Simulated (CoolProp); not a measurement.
R1224YDZ at 234.25 K and 0.00594 MPa is compressed adiabatically to 0.0408 MPa with isentropic efficiency 0.9. Each further row changes one setting.

Model: reference Helmholtz-energy equation of state, Akasaka 2023, in CoolProp.

| case | work (kJ/kg) | final temperature (K) | final density (kg/m³) |
|---|---|---|---|
| as stated | ___ | ___ | ___ |
| efficiency 1 | ___ | 276.4 | 2.70 |
| efficiency 0.65 | 41.7 | 295.7 | 2.51 |

Question: Fill in the missing entries.

Answer: 
- as stated, work (kJ/kg): 30.1
- as stated, final temperature (K): 280.4
- as stated, final density (kg/m³): 2.66
- efficiency 1, work (kJ/kg): 27.1
